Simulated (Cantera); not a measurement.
A closed system holds: 1 mol HMDSO, 8.8 mol O3, 35 mol H2, held at 948 K and 82.5 Torr.

Method: chemical equilibrium by Gibbs-energy minimisation in Cantera with the NASA 1993 tables (ideal gas, pure condensed phases). Candidate condensed phases: C, C6H6, C7H8, C8H18, H2O, Si, SiC, SiO2; 123 gas species. The feed counts by its element totals alone. The numbers say what is thermodynamically allowed, not how fast it happens.

Base state: H2 0.588, H2O 0.291, CO 0.0633, CO2 0.0567, CH4 8.90e-5 (mole fractions); condensed: SiO2(β-quartz).

Task: What changes in the equilibrium state with this change: HMDSO replaced by SiH2Cl2?

Result: 
| species | before | after |
|---|---|---|
| H2O | 0.291 | 0.659 |
| H2 | 0.588 | 0.286 |
| HCl | 0 | 0.0541 |
| CO | 0.0633 | 0 |
| CO2 | 0.0567 | 0 |
| CH4 | 8.90e-5 | 0 |
| SiO2(β-quartz), mol | 2.00 | 1.00 |
